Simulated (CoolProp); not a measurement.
R236FA at 387 K and 4.58 MPa flows at 0.12 m/s in a round tube of 20 mm bore and 0.25 µm roughness, fully developed (64/Re and Nu = 3.66 if laminar; Colebrook and Gnielinski if turbulent). Each further row changes one setting.

Values from CoolProp's reference Helmholtz-energy equation of state, Pan 2012.

| case | Reynolds number | Darcy friction factor | pressure drop (Pa/m) | heat-transfer coefficient (W/(m² K)) | mass flow (kg/h) |
|---|---|---|---|---|---|
| as stated | 23700 | 0.0249 | 8.97 | 317 | 136 |
| velocity 0.24 m/s | 47500 | 0.0212 | 30.6 | 572 | 272 |
| diameter 40 mm | 47500 | 0.0212 | 3.82 | 286 | 544 |

Viscosity comes from a separate model (Huber 2003), an estimate that may be off by 10 % or more. Thermal conductivity comes from a separate model (Huber 2003), an estimate that may be off by 10 % or more.
